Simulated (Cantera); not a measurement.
Feed: 1 mol Si₃N₄, 0.0056 mol H₂O, 240 mol H₂, at 1425 K and 15.0 Torr.

Cantera equilibrium calculation (NASA polynomials, part measured and part estimated; ideal gas, pure solids and liquids). Candidate condensed phases: H₂O, Si, SiO₂, Si₂N₂O, Si₃N₄; 35 gas species. Mutual solubility and eutectic melting of coexisting phases are not modelled. Kinetics and transport are ignored.

Base state: H₂ 0.999, N₂ 0.000500, H 4.82e-5 (mole fractions); condensed: Si(s) + Si₂N₂O(s) + Si₃N₄(s).

Task: What changes in the equilibrium state with this change: temperature from 1425 K to 1948.15 K?

Result: 
| species | before | after |
|---|---|---|
| H₂ | 0.999 | 0.982 |
| N₂ | 0.000500 | 0.00822 |
| H | 4.82e-5 | 0.00793 |
| Si | 8.05e-8 | 0.00116 |
| Si₂ | <1e-9 | 1.06e-5 |
| SiH | 5.06e-8 | 0.000125 |
| SiH₂ | 5.41e-7 | 7.71e-5 |
| Si(s), mol | 0.176 | 0 |
| Si₂N₂O(s), mol | 0.00408 | 0 |
| Si₃N₄(s), mol | 0.938 | 0 |
| Si(l), mol | 0 | 2.65 |
Gases not in the tables: Si₂H₆ and higher silanes.
